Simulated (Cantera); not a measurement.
Mixture: 8.96 % CH4, 1.34 % C2H6, 18.8 % O2, 70.9 % N2, at 750 Torr, adiabatic and at constant volume. Ignition delay is the time to a rise of 400 K.

Computed with Cantera and GRI-Mech 3.0 (53 species, 325 reactions).

Question: Predict: delay at 1350 K; delay at 1425 K; delay at 1500 K; delay at 1575 K; delay at 1650 K; apparent activation energy between 1500 and 1650 K.

Answer: 
```
Item                                                     Value
--------------------------------------------------  ----------
delay at 1350 K                                       0.732 ms
delay at 1425 K                                       0.368 ms
delay at 1500 K                                       0.193 ms
delay at 1575 K                                       0.107 ms
delay at 1650 K                                        63.4 µs
apparent activation energy between 1500 and 1650 K  150 kJ/mol
```
